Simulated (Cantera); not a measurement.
# Ignition delay

Mixture: CH₄ : C₂H₆ : C₃H₈ : O₂ : N₂ = 1 : 0.046 : 1.1 : 14.7 : 51.6 (molar parts), at 22500 Torr, adiabatic and at constant pressure. Ignition delay is the time to a rise of 400 K.

Detailed kinetics in Cantera: GRI-Mech 3.0 (53 species, 325 reactions). GRI-Mech 3.0 was tuned for natural gas; its chemistry of propane as a main component is partial and can be far from experiment. The pressure lies above the range GRI-Mech 3.0 was tuned for (to about 10 atm).

```csv
T0 (K),delay (ms)
1050,6.19
1150,1.24
1250,0.282
1350,0.0719
1450,0.0215
1550,0.00777
1650,0.00337
1750,0.00171
1850,0.000984
```

| Quantity | Value |
|---|---|
| apparent activation energy between 1650 and 1850 K | 160 kJ/mol |
